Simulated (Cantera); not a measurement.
A perfectly stirred reactor is fed with CO : O2 : H2O : N2 = 0.022 : 0.0043 : 0.063 : 1 (molar parts), equivalence ratio 2.6, at 1000000 Pa; it is held at 1198 K, and followed from long to short residence time.

Detailed kinetics in Cantera: GRI-Mech 3.0 (53 species, 325 reactions).

Q: Predict: x(CO) at τ = 8.30 s; x(O2) at τ = 8.30 s; x(H2O) at τ = 8.30 s; x(CO) at τ = 0.150 s; x(O2) at τ = 0.150 s; x(H2O) at τ = 0.150 s; x(NO) at τ = 0.150 s; x(H2O2) at τ = 0.150 s.

A: 
```json
{
  "x(CO) at τ = 8.30 s": "0.00444",
  "x(O2) at τ = 8.30 s": "5.62e-6",
  "x(H2O) at τ = 8.30 s": "0.0501",
  "x(CO) at τ = 0.150 s": "0.00873",
  "x(O2) at τ = 0.150 s": "0.000115",
  "x(H2O) at τ = 0.150 s": "0.0542",
  "x(NO) at τ = 0.150 s": "1.78e-9",
  "x(H2O2) at τ = 0.150 s": "9.56e-9"
}
```
